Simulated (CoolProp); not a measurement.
Properties of dry air along the isobar 17.8 MPa.

Values from CoolProp's reference Helmholtz-energy equation of state, Lemmon 2000. It is a pseudo-pure fit of the blend.

```csv
T (K),phase,density (kg/m³),isothermal compressibility (1/MPa),fugacity coefficient
87.9,liquid,877.7,0.002398,0.02710
111.1,liquid,785.2,0.004416,0.1161
134.2,supercritical,682.1,0.008998,0.2690
157.4,supercritical,566.4,0.01913,0.4481
180.6,supercritical,451.5,0.03426,0.6110
203.8,supercritical,361.8,0.04476,0.7377
227,supercritical,300.8,0.04895,0.8300
250.1,supercritical,259.0,0.05039,0.8960
273.3,supercritical,228.7,0.05092,0.9439
296.5,supercritical,205.7,0.05111,0.9788
319.7,supercritical,187.5,0.05119,1.004
342.9,supercritical,172.7,0.05123,1.023
```
